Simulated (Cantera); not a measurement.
Input: 1 mol HBr, 0.069 mol H₂, 1.3 mol O₂, held at 1773 K and 10000 Pa.

Equilibrium computed with Cantera from the NASA thermochemical tables; the gas is ideal and each condensed phase is pure. Candidate condensed phases: Br₂, H₂O; 12 gas species. The numbers say what is thermodynamically allowed, not how fast it happens.

Base state: O₂ 0.415, Br 0.322, H₂O 0.197, HBr 0.0543, Br₂ 0.00983, OH 0.00173, O 0.000191, H₂ 4.04e-5 (mole fractions); condensed: gas only.

What changes in the equilibrium state with this change: pressure from 10000 Pa to 2.50e7 Pa?


| species | before | after |
|---|---|---|
| O₂ | 0.415 | 0.485 |
| H₂O | 0.197 | 0.248 |
| Br₂ | 0.00983 | 0.201 |
| Br | 0.322 | 0.0291 |
| HBr | 0.0543 | 0.0374 |
| O | 0.000191 | 4.13e-6 |
| H₂ | 4.04e-5 | 9.38e-7 |
| HO₂ | 1.33e-6 | 1.19e-5 |
| OH | 0.00173 | 0.000285 |
The ideal-gas law is rough above about 30 bar.
